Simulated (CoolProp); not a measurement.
Vapour-liquid equilibrium of CHF3 (R23) (1) + sulfur hexafluoride (2) at -2.35 °C; x and y are mole fractions of (1).

The numbers come from the multi-fluid Helmholtz-energy mixture model, Penoncello 2003 and Guder 2009; pair parameters Bell 2016 in CoolProp.

```tsv
x	bubble pressure, mixture model (kPa)	bubble pressure, Raoult's law (kPa)	y, mixture model	y, Raoult's law
0.05	?	1231	0.146	0.095
0.15	1656	1347	0.319	0.260
0.25	1868	1464	0.424	0.399
0.35	2027	1581	0.502	0.518
0.45	2152	1698	?	0.620
0.55	2250	1814	0.633	0.709
0.65	?	1931	0.698	0.788
0.75	2371	2048	0.769	0.857
0.85	2388	2165	0.850	0.919
0.95	2367	2281	0.945	0.974
```

### Question
Fill in the missing entries.

### Answer

- 0.05, bubble pressure, mixture model (kPa): 1363
- 0.45, y, mixture model: 0.569
- 0.65, bubble pressure, mixture model (kPa): 2323

The largest gap from Raoult's law is +28.2 % in bubble pressure, at x = 0.35. y crosses x between x = 0.75 and 0.85: the model has an azeotrope there.

Pair parameters are fitted to limited data, so mixtures are less certain than the pure fluids.
